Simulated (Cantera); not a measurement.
Input: 1 mol MgO, 1.1 mol CO, at 1925 °C and 0.00130 bar.

These are equilibrium values from Cantera (NASA tables, ideal gas, pure condensed phases), not measurements of a reactor. Candidate condensed phases: C, Mg, MgCO3, MgO; 15 gas species. Rates play no part.

Base state: CO 0.710, Mg 0.145, CO2 0.141, O 0.00242, O2 0.00107, MgO 0.000546 (mole fractions); condensed: MgO(s).

Q: What changes in the equilibrium state with this change: 1.2 mol H2S added?

A: 
```
species      before     after
-----------  ------  --------
CO            0.710     0.235
Mg            0.145     0.223
H2                0     0.179
CO2           0.141    0.0129
SO                0    0.0841
H                 0    0.0654
S                 0    0.0577
H2O               0    0.0518
S2                0    0.0403
SO2               0    0.0360
SH                0   0.00906
OH                0   0.00263
MgS               0   0.00180
H2S               0  0.000469
MgOH              0  0.000456
MgO(s), mol   0.811         0
```
The tables' values for MgH are old estimates; treat these amounts as uncertain. Further candidate phases: C6H6, C7H8, C8H18, H2O, H2SO4, Mg(OH)2, MgS, MgSO4, S.
